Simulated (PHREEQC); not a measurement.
Make-up at 25 °C: 0.012 mol/kgw NH4HF2, 0.00091 mol/kgw H2SiF6, 9.3e-05 mol/kgw HBF4 and 0.001 mol/kgw HCl. Closed to the air; pH follows from the charge balance.

Equilibrium calculation in PHREEQC: ion-association model, wateq4f.dat.

This is a speciation only: nothing precipitates in the calculation.

Predict the pH.

pH 3.01.

In which forms is F present?

HF 42 %, F- 33 %, SiF6-2 18 %, HF2- 3.1 %, H2F2 2.8 %, BF4- 1.2 % of the F.

Complexes and solids missing from the database can't appear. SiF6-2 is the database's only silicon fluoride. Real BF4- forms and hydrolyses slowly; the run takes it at equilibrium.
